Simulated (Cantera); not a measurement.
An adiabatic, constant-volume homogeneous reactor starts with CO : H₂ : CH₄ : O₂ : N₂ = 1 : 0.98 : 0.042 : 3.36 : 12.6 (molar parts), at 1550 K and 7500 Torr. Integrator tolerance rtol = 1e-08.

Computed with Cantera and GRI-Mech 3.0 (53 species, 325 reactions).

Task: What does this change do: initial temperature 1550 to 975 K?

Result: 
| quantity | before | after |
|---|---|---|
| time of steepest temperature rise | 2.19 µs | 17.7 ms |
| temperature at 0.600 s | 2503 K | 2070 K |
| equilibrium temperature | 2503 K | 2069 K |
| x(CO) at 0.600 s | 0.00162 (gas-phase equilibrium 0.00162) | 8.86e-5 (gas-phase equilibrium 8.80e-5) |
| x(H₂) at 0.600 s | 0.000262 (gas-phase equilibrium 0.000262) | 1.86e-5 (gas-phase equilibrium 1.85e-5) |
| x(CH₄) at 0.600 s | <1e-12 (gas-phase equilibrium <1e-12) | <1e-12 (gas-phase equilibrium <1e-12) |
| x(CO₂) at 0.600 s | 0.0595 (gas-phase equilibrium 0.0595) | 0.0612 (gas-phase equilibrium 0.0612) |
| x(C₂H₂) at 0.600 s | <1e-12 (gas-phase equilibrium <1e-12) | <1e-12 (gas-phase equilibrium <1e-12) |
| x(CH₂O) at 0.600 s | 2.60e-12 (gas-phase equilibrium 2.60e-12) | <1e-12 (gas-phase equilibrium <1e-12) |
Below about 1000 K GRI-Mech 3.0 lacks low-temperature oxidation paths.
